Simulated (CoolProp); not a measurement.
Saturated liquid density (kg/m³) of CH2F2 (R32): the reference equation beside estimates from Tc = 78.1 °C, pc = 57.83 bar, ω = 0.277. Rackett uses Z = 0.29056 − 0.08775 ω.

Computed with CoolProp (reference Helmholtz-energy equation of state, Tillner-Roth 1997).

```
T (°C)   reference  Rackett  Redlich-Kwong  Soave-Redlich-Kwong
-------  ---------  -------  -------------  -------------------
-104.95       1351     1160              ?                    ?
-87.15        1307     1124          983.9                    ?
-69.45        1261     1087          949.4                979.5
-51.65           ?        ?          911.2                945.1
-33.95           ?     1005          869.4                906.3
-16.15        1109    959.9          822.6                861.9
1.55          1050    910.8          770.4                810.8
19.35        984.0    855.8          710.6                750.3
```

**Question.** Some entries are withheld; supply them.

**Answer.** 
- -104.95, Redlich-Kwong: 1016
- -104.95, Soave-Redlich-Kwong: 1037
- -87.15, Soave-Redlich-Kwong: 1010
- -51.65, reference: 1213
- -51.65, Rackett: 1047
- -33.95, reference: 1163

Absolute difference from the reference over all 8 rows, mean and median: Rackett 13.6 and 13.6 %, Redlich-Kwong 25.6 and 25.1 %, Soave-Redlich-Kwong 22.7 and 22.5 %.
